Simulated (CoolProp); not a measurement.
Vapour-liquid equilibrium of carbon dioxide (1) + CH3F (R41) (2) at -45.35 °C; x and y are mole fractions of (1).

Model: multi-fluid Helmholtz-energy mixture model, Span 1996 and Lemmon 2006; pair parameters Bell 2016, in CoolProp.

Question: Give the bubble pressure and the first vapour's composition at x = 0.5, 0.65, 0.95. Is there an azeotrope?

Answer: x = 0.5: 629.7 kPa, y = 0.614; x = 0.65: 682.0 kPa, y = 0.751; x = 0.95: 799.6 kPa, y = 0.971. No azeotrope shows between x = 0.05 and 0.95.

Pair parameters are fitted to limited data, so mixtures are less certain than the pure fluids.
